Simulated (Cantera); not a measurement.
An adiabatic, constant-pressure homogeneous reactor starts with CH4 : C2H6 : C3H8 : O2 : N2 : CO2 = 1 : 0.08 : 0.097 : 1.2 : 4.69 : 0.98 (molar parts), at 1250 K and 1.01 bar. Integrator tolerance rtol = 1e-08.

Model: GRI-Mech 3.0 (53 species, 325 reactions), integrated in Cantera.

Question: What does this change do: pressure from 1.01 bar to 5.00 bar?

Answer: 
```tsv
quantity	before	after
time of steepest temperature rise	4.82 ms	1.61 ms
temperature at 0.600 s	1986 K	1988 K
equilibrium temperature	1986 K	1988 K
x(CH4) at 0.600 s	1.25e-10 (gas-phase equilibrium 1.39e-10)	3.03e-9 (gas-phase equilibrium 3.36e-9)
x(C2H6) at 0.600 s	<1e-12 (gas-phase equilibrium <1e-12)	<1e-12 (gas-phase equilibrium <1e-12)
x(C3H8) at 0.600 s	<1e-12 (gas-phase equilibrium <1e-12)	<1e-12 (gas-phase equilibrium <1e-12)
x(O2) at 0.600 s	9.43e-8 (gas-phase equilibrium 9.45e-8)	1.97e-8 (gas-phase equilibrium 1.97e-8)
x(CH3) at 0.600 s	1.04e-11 (gas-phase equilibrium 1.16e-11)	1.15e-10 (gas-phase equilibrium 1.27e-10)
```
